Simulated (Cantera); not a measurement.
Charge: 1 mol Cu, 2.5 mol F2, 0.83 mol H2, equilibrated at 0.830 bar.

These are equilibrium values from Cantera (NASA tables, ideal gas, pure condensed phases), not measurements of a reactor. Candidate condensed phases: Cu, CuF2; 15 gas species. The numbers say what is thermodynamically allowed, not how fast it happens. All values below are at 725 K.

Base state: HF 0.712, F2 0.287, F 0.00137, H2F2 6.36e-5 (mole fractions); condensed: CuF2(s).

### Question
What changes in the equilibrium state with this change: F2 from 2.5 to 1.6 mol?

### Answer
```json
[
 {"species": "HF", "before": "0.712", "after": "1.000"},
 {"species": "H2F2", "before": "6.36e-5", "after": "0.000125"},
 {"species": "F", "before": "0.00137", "after": "<1e-9"},
 {"species": "F2", "before": "0.287", "after": "<1e-9"},
 {"species": "CuF2(s), mol", "before": "1.00", "after": "0.770"},
 {"species": "Cu(s), mol", "before": "0", "after": "0.230"}
]
```
